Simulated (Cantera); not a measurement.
Source: NASA polynomial tables (part measured, part estimated), evaluated in Cantera. Values are per mole of reaction as written; species without (g) are pure solids or liquids, kept so even where they would boil at 1 bar.

N₂(g) + 2 NbO₂ = 2 NO₂(g) + 2 Nb, with ΔH° = 1658.3 kJ and ΔS° = 252.5 J/K at 300 K.

Task: How far is the shortcut ΔG° ≈ ΔH°(300 K) − T·ΔS°(300 K) from the full temperature-dependent value at 600, 700, 800, 900, 1000, 1100, 1200 K?

Result: 
```
T (K)  shortcut (kJ)  full (kJ)  difference (kJ)  difference in log10 K
-----  -------------  ---------  ---------------  ---------------------
600           1506.7     1509.6             -2.8                   0.25
700           1481.5     1486.3             -4.8                   0.36
800           1456.2     1463.5             -7.2                   0.47
900           1431.0     1441.0            -10.1                   0.58
1000          1405.7     1419.1            -13.4                   0.70
1100          1380.5     1397.7            -17.2                   0.82
1200          1355.2     1377.3            -22.0                   0.96
```
The shortcut ignores the heat-capacity change of the reaction.
